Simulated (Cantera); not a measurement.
Mixture: C₃H₈ : O₂ : N₂ = 1 : 6.17 : 21.6 (molar parts), equivalence ratio 0.81, at 10.0 bar, adiabatic and at constant volume. Ignition delay is the time to a rise of 400 K.

Model: GRI-Mech 3.0 (53 species, 325 reactions), integrated in Cantera. GRI-Mech 3.0 was tuned for natural gas; its chemistry of propane as a main component is partial and can be far from experiment.

Question: What does this change do: pressure from 10.0 bar to 0.330 bar?

Answer: 
| quantity | before | after |
|---|---|---|
| delay at 1025 K | 38.8 ms | 0.571 s |
| delay at 1075 K | 15.0 ms | 0.159 s |
| delay at 1125 K | 5.88 ms | 46.8 ms |
| delay at 1175 K | 2.34 ms | 15.1 ms |
| delay at 1225 K | 0.949 ms | 5.44 ms |
| delay at 1275 K | 0.399 ms | 2.20 ms |
| apparent activation energy between 1175 and 1275 K | 220 kJ/mol | 240 kJ/mol |

Question: What does this change do: pressure from 10.0 bar to 5.00 bar?

Answer: 
| quantity | before | after |
|---|---|---|
| delay at 1025 K | 38.8 ms | 77.0 ms |
| delay at 1075 K | 15.0 ms | 28.1 ms |
| delay at 1125 K | 5.88 ms | 10.3 ms |
| delay at 1175 K | 2.34 ms | 3.83 ms |
| delay at 1225 K | 0.949 ms | 1.47 ms |
| delay at 1275 K | 0.399 ms | 0.596 ms |
| apparent activation energy between 1175 and 1275 K | 220 kJ/mol | 230 kJ/mol |
